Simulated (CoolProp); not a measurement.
Properties of carbon monoxide along the isotherm 176.2 K.

Values from CoolProp's reference Helmholtz-energy equation of state, Lemmon 2006. It is a short technical equation, of lower accuracy than the large ones.

| p (MPa) | phase | Z | cp (kJ/(kg K)) | cv (kJ/(kg K)) | speed of sound (m/s) | fugacity coefficient |
|---|---|---|---|---|---|---|
| 0.35 | gas | 0.9859 | 1.063 | 0.7461 | 269.1 | 0.9860 |
| 0.7 | gas | 0.9718 | 1.088 | 0.7501 | 267.6 | 0.9722 |
| 1.05 | gas | 0.9576 | 1.115 | 0.7542 | 266.3 | 0.9586 |
| 1.4 | gas | 0.9434 | 1.144 | 0.7585 | 265.0 | 0.9451 |
| 1.75 | gas | 0.9292 | 1.176 | 0.7628 | 263.8 | 0.9319 |
| 2.1 | gas | 0.9149 | 1.210 | 0.7672 | 262.7 | 0.9187 |
| 2.45 | gas | 0.9007 | 1.247 | 0.7717 | 261.7 | 0.9058 |
| 2.8 | gas | 0.8864 | 1.286 | 0.7763 | 260.9 | 0.8930 |
| 3.15 | gas | 0.8722 | 1.328 | 0.7810 | 260.2 | 0.8804 |
| 3.5 | supercritical | 0.8581 | 1.373 | 0.7858 | 259.6 | 0.8680 |
| 3.85 | supercritical | 0.8441 | 1.422 | 0.7905 | 259.2 | 0.8558 |
| 4.2 | supercritical | 0.8302 | 1.474 | 0.7954 | 259.0 | 0.8438 |
| 4.55 | supercritical | 0.8165 | 1.528 | 0.8002 | 258.9 | 0.8319 |
| 4.9 | supercritical | 0.8030 | 1.586 | 0.8050 | 259.1 | 0.8203 |
| 5.25 | supercritical | 0.7898 | 1.647 | 0.8098 | 259.6 | 0.8088 |
